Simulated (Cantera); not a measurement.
Input (Python, Cantera) and output of one run.

```python
import numpy as np
import cantera as ct

gas_names = """
    B BF BF2 BF3 BH BHF2 BH2 BH3 BN B2 F F2 H HF H2 H2F2 H3F3 H4F4 H5F5 H6F6 H7F7 N NF NF2 NF3 NH NH2
    NH3 N2 N2H2 N2H4
""".split()
cond_names = """
    B(b) B(L) BN(s)
""".split()


# ... load() reads the species with a 1 bar reference pressure and builds the phases ...
atoms = {
    'BN': {'B': 1, 'N': 1},
    'F2': {'F': 2},
    'H2': {'H': 2},
}
top_T = {'BN(s)': 3200}  # K; cautious upper limits of use, not melting points


# ... equilibrate(T, P, feed) seeds the gas with the atoms and calls Mixture.equilibrate('TP', solver="vcs", rtol=1e-11, max_steps=5000) ...
results = []
feed = {'BN': 1, 'F2': 9.5, 'H2': 1}  # mol
P = 13332.2  # Pa
for T in [748, 848, 948, 1048, 1148, 1248, 1348, 1448, 1548, 1648, 1748, 1848, 1948]:
    mix = equilibrate(T, P, feed)
    results.append((T, P, feed, dict(zip(mix.species_names, mix.species_moles))))
    x = sorted(zip(gas.X, gas.species_names), reverse=True)
    print(f"T = {T:g} K  P = {P:g} Pa  gas = {mix.phase_moles(0):.4g} mol")
    print("   x: " + "  ".join(f"{s} {v:.3e}" for v, s in x if v > 1e-06))
    print("   condensed (mol): " + ("  ".join(f"{mix.phase(i).name} {mix.phase_moles(i):.4g}"
          for i in range(1, mix.n_phases) if mix.phase_moles(i) > 1e-12) or "none"))
```

Result:

```
T = 748 K  P = 13332.2 Pa  gas = 9.545 mol
   x: F2 5.741e-01  HF 2.095e-01  BF3 1.048e-01  NF3 1.038e-01  F 7.344e-03  N2 5.057e-04
   condensed (mol): none
T = 848 K  P = 13332.2 Pa  gas = 10.09 mol
   x: F2 5.892e-01  HF 1.982e-01  BF3 9.908e-02  NF3 5.784e-02  F 3.508e-02  N2 2.062e-02
   condensed (mol): none
T = 948 K  P = 13332.2 Pa  gas = 11.03 mol
   x: F2 5.604e-01  HF 1.814e-01  F 1.169e-01  BF3 9.069e-02  N2 4.000e-02  NF3 1.070e-02  NF2 1.330e-06
   condensed (mol): none
T = 1048 K  P = 13332.2 Pa  gas = 12.18 mol
   x: F2 4.332e-01  F 2.786e-01  HF 1.642e-01  BF3 8.212e-02  N2 4.029e-02  NF3 1.530e-03  NF2 1.569e-06
   condensed (mol): none
T = 1148 K  P = 13332.2 Pa  gas = 13.91 mol
   x: F 4.908e-01  F2 2.575e-01  HF 1.438e-01  BF3 7.188e-02  N2 3.585e-02  NF3 1.835e-04  NF2 1.246e-06
   condensed (mol): none
T = 1248 K  P = 13332.2 Pa  gas = 15.68 mol
   x: F 6.607e-01  HF 1.276e-01  F2 1.160e-01  BF3 6.378e-02  N2 3.188e-02  NF3 1.796e-05
   condensed (mol): none
T = 1348 K  P = 13332.2 Pa  gas = 16.75 mol
   x: F 7.459e-01  HF 1.194e-01  BF3 5.972e-02  F2 4.507e-02  N2 2.986e-02  NF3 1.702e-06
   condensed (mol): none
T = 1448 K  P = 13332.2 Pa  gas = 17.2 mol
   x: F 7.789e-01  HF 1.163e-01  BF3 5.815e-02  N2 2.907e-02  F2 1.760e-02
   condensed (mol): none
T = 1548 K  P = 13332.2 Pa  gas = 17.37 mol
   x: F 7.911e-01  HF 1.151e-01  BF3 5.757e-02  N2 2.878e-02  F2 7.409e-03
   condensed (mol): none
T = 1648 K  P = 13332.2 Pa  gas = 17.44 mol
   x: F 7.959e-01  HF 1.147e-01  BF3 5.734e-02  N2 2.867e-02  F2 3.407e-03
   condensed (mol): none
T = 1748 K  P = 13332.2 Pa  gas = 17.47 mol
   x: F 7.980e-01  HF 1.145e-01  BF3 5.724e-02  N2 2.862e-02  F2 1.700e-03
   condensed (mol): none
T = 1848 K  P = 13332.2 Pa  gas = 17.48 mol
   x: F 7.989e-01  HF 1.144e-01  BF3 5.719e-02  N2 2.860e-02  F2 9.116e-04
   condensed (mol): none
T = 1948 K  P = 13332.2 Pa  gas = 17.49 mol
   x: F 7.994e-01  HF 1.143e-01  BF3 5.717e-02  N2 2.859e-02  F2 5.200e-04
   condensed (mol): none
```

Method: chemical equilibrium by Gibbs-energy minimisation in Cantera with the NASA 1993 tables (ideal gas, pure condensed phases).
